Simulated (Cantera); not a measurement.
## Ignition delay

Mixture: CO : H₂ : CH₄ : O₂ : N₂ = 2.1 : 0.037 : 0.38 : 1.16 : 6.62 (molar parts), at 640000 Pa, adiabatic and at constant pressure. Ignition delay is the time to a rise of 400 K.

Computed with Cantera and GRI-Mech 3.0 (53 species, 325 reactions).

```json
[
 {"T0 (K)": "1198", "delay (ms)": "6.02"},
 {"T0 (K)": "1248", "delay (ms)": "3.27"},
 {"T0 (K)": "1298", "delay (ms)": "1.82"},
 {"T0 (K)": "1348", "delay (ms)": "1.04"},
 {"T0 (K)": "1398", "delay (ms)": "0.612"},
 {"T0 (K)": "1448", "delay (ms)": "0.369"},
 {"T0 (K)": "1498", "delay (ms)": "0.229"},
 {"T0 (K)": "1548", "delay (ms)": "0.147"},
 {"T0 (K)": "1598", "delay (ms)": "0.0966"}
]
```

apparent activation energy between 1498 and 1598 K: 170 kJ/mol
